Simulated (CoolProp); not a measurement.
Vapour-liquid equilibrium of n-pentane (1) + toluene (2) at 5.2 kPa; x and y are mole fractions of (1).

Model: multi-fluid Helmholtz-energy mixture model, Thol 2019 and Lemmon 2006; pair parameters Bell 2016, in CoolProp.

**Question.** Give the bubble temperature and the first vapour's composition at x = 0.55, 0.85, 0.95. Is there an azeotrope?

**Answer.** x = 0.55: 251.1 K, y = 0.979; x = 0.85: 245.9 K, y = 0.994; x = 0.95: 244.3 K, y = 0.998. No azeotrope shows between x = 0.05 and 0.95.

Pair parameters are fitted to limited data, so mixtures are less certain than the pure fluids.
